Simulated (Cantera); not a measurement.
**Nitride etching: BN + O2 + H2**

Charge: 1 mol BN, 7.7 mol O2, a varied amount of H2, held at 133 Pa.

Equilibrium computed with Cantera from the NASA thermochemical tables; the gas is ideal and each condensed phase is pure. Candidate condensed phases: B, BN, B2O3, B3O3H3, H2O; 39 gas species. The numbers say what is thermodynamically allowed, not how fast it happens.

Problem. Map the stable condensed phases over T = 1173, 1223, 1273, 1323, 1373, 1423, 1473, 1523, 1573, 1623, 1673, 1723, 1773, 1823 K and n(H2) in mol = 0.99, 1.9, 2.9, 3.8, 4.7, 5.7, 6.6, 7.6, 8.5, 9.4.

Solution. 
```
T in K \ n(H2) in mol
         0.99  1.9  2.9  3.8  4.7  5.7  6.6  7.6  8.5  9.4
   1823     A    A    A    A    A    A    A    A    A    A
   1773     A    A    A    A    A    A    A    A    A    A
   1723     A    A    A    A    A    A    A    A    A    A
   1673     A    A    A    A    A    A    A    A    A    A
   1623     A    A    A    A    A    A    A    A    A    A
   1573     A    A    A    A    A    A    A    A    A    A
   1523     A    A    A    A    A    A    A    A    A    A
   1473     A    A    A    A    A    A    A    A    A    A
   1423     B    A    A    A    A    A    A    A    A    A
   1373     B    B    B    A    A    A    A    A    A    A
   1323     B    B    B    B    B    B    B    A    A    A
   1273     B    B    B    B    B    B    B    B    B    B
   1223     B    B    B    B    B    B    B    B    B    B
   1173     B    B    B    B    B    B    B    B    B    B
```
A: gas only; B: B2O3.
